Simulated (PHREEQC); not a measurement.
Solution (49 °C): 0.054 mol/kgw HNO3 and 0.00015 mol/kgw CaCl2. Closed to the air; pH follows from the charge balance.

Computed with PHREEQC (ion-association model, phreeqc.dat).

| Item | Result |
|---|---|
| pH | 1.34 |
| ionic strength | 0.0544 mol/kgw |
| specific conductance | 31400 µS/cm |
| density | 0.990 g/cm³ |
| total alkalinity | -54.0 meq/kg |

```csv
species,molality,activity,log γ
H+,0.0540,0.0456,-0.073
NO3-,0.0540,0.0428,-0.101
Cl-,0.000300,0.000240,-0.096
Ca+2,0.000150,6.70e-5,-0.350
```

This is a speciation only: nothing precipitates in the calculation. At this temperature some constants are extrapolated from 25 °C, and those without enthalpy data are left unchanged.
